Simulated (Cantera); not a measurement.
Feed: 1 mol N2O, 0.81 mol H2O, 0.069 mol O2, equilibrated at 2600 K and 9800 Pa.

These are equilibrium values from Cantera (NASA tables, ideal gas, pure condensed phases), not measurements of a reactor. Candidate condensed phases: H2O; 24 gas species. Equilibrium is a limit: real reactors are often held back by kinetics, nucleation or transport.

Base state: N2 0.389, H2O 0.268, O2 0.200, OH 0.0564, O 0.0332, NO 0.0187, H2 0.0182, H 0.0165 (mole fractions); condensed: gas only.

### Question
What changes in the equilibrium state with this change: 0.053 mol CO2 added?

### Answer
```
species   before    after
-------  -------  -------
N2         0.389    0.380
H2O        0.268    0.261
O2         0.200    0.198
CO2            0   0.0143
H2        0.0182   0.0178
NO        0.0187   0.0183
OH        0.0564   0.0556
H         0.0165   0.0163
O         0.0332   0.0331
CO             0  0.00630
HO2      1.63e-5  1.59e-5
```
Further candidate phases: C, C6H6, C7H8, C8H18.
